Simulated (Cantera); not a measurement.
**Abatement and gas-phase synthesis: HCl + H2 + N2**

Input: 1 mol HCl, 1 mol H2, 18 mol N2, held at 1973.15 K and 2700000 Pa.

Equilibrium computed with Cantera from the NASA thermochemical tables; the gas is ideal and each condensed phase is pure. Candidate condensed phases: NH4Cl; 12 gas species. Equilibrium is a limit: real reactors are often held back by kinetics, nucleation or transport.

* **x(N2)**: 0.900
* **x(H2)**: 0.0500
* **x(HCl)**: 0.0500
* **x(H)**: 5.81e-5
* **x(Cl)**: 4.34e-5
* **x(NH3)**: 6.02e-6
* **gas amount**: 20.00 mol
